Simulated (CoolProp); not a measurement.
Vapour-liquid equilibrium of m-xylene (1) + n-undecane (2) at 394.1 K; x and y are mole fractions of (1).

The numbers come from the multi-fluid Helmholtz-energy mixture model, Zhou 2012 and Aleksandrov 2011; pair parameters Bell 2016 in CoolProp.

| x | bubble pressure, mixture model (MPa) | bubble pressure, Raoult's law (MPa) | y, mixture model | y, Raoult's law |
|---|---|---|---|---|
| 0.05 | 0.01275 | 0.01287 | 0.226 | 0.236 |
| 0.2 | 0.01989 | 0.02042 | 0.578 | 0.594 |
| 0.35 | 0.02713 | 0.02798 | 0.747 | 0.759 |
| 0.5 | 0.03458 | 0.03553 | 0.847 | 0.854 |
| 0.65 | 0.04225 | 0.04308 | 0.913 | 0.916 |
| 0.8 | 0.05013 | 0.05063 | 0.958 | 0.959 |
| 0.95 | 0.05807 | 0.05819 | 0.991 | 0.991 |

The largest gap from Raoult's law is -3.0 % in bubble pressure, at x = 0.35. No azeotrope shows between x = 0.05 and 0.95.

The pair parameters rest on a limited set of measurements; away from them the model extrapolates.
